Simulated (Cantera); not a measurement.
Input: 1 mol PbO, 1900 mol H2, equilibrated at 1675 K and 13.3 mbar.

Cantera equilibrium calculation (NASA polynomials, part measured and part estimated; ideal gas, pure solids and liquids). Candidate condensed phases: H2O, Pb, PbO, PbO2, Pb3O4; 12 gas species. The numbers say what is thermodynamically allowed, not how fast it happens.

Base state: H2 0.998, H 0.00100, Pb 0.000526, H2O 0.000526 (mole fractions); condensed: gas only.

**Question.** What changes in the equilibrium state with this change: pressure from 13.3 mbar to 3.60 mbar?

**Answer.** 
```tsv
species	before	after
H2	0.998	0.997
H	0.00100	0.00193
Pb	0.000526	0.000526
H2O	0.000526	0.000525
```
